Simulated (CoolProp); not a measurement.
A single-stage vapour-compression cycle with R22: evaporating at 193.15 K (dew point), condensing at 263.15 K (bubble point), superheat 8 K, subcooling 0 K, compressor efficiency 0.75, no pressure losses. Each further row changes one setting.

Model: reference Helmholtz-energy equation of state, Kamei 1995, in CoolProp.

```csv
case,cooling COP,pressure ratio,discharge temperature (K),refrigerating effect (kJ/kg),volumetric capacity (kJ/m³)
as stated,1.52,34.2,393.1,185,99.6
evaporating temperature 198.15 K,1.72,24.1,379.2,187,140
condensing temperature 258.15 K,1.67,28.6,382.2,190,103
subcooling 5 K,1.56,34.2,393.1,190,103
superheat 18 K,1.49,34.2,407.0,190,97.6
compressor efficiency 0.65,1.31,34.2,417.1,185,99.6
```
